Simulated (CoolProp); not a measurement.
The numbers come from the reference Helmholtz-energy equation of state, Lemmon 2006 in CoolProp. It is a short technical equation, of lower accuracy than the large ones.

Problem. For carbon monoxide, give the phase and the cv (kJ/(kg K)), speed of sound (m/s) at 126.9 K and 0.0525 MPa; 126.9 K and 0.077 MPa; 126.9 K and 0.357 MPa.

Solution. 
- 126.9 K and 0.0525 MPa: gas; cv 0.744, speed of sound 229
- 126.9 K and 0.077 MPa: gas; cv 0.745, speed of sound 229
- 126.9 K and 0.357 MPa: gas; cv 0.757, speed of sound 225
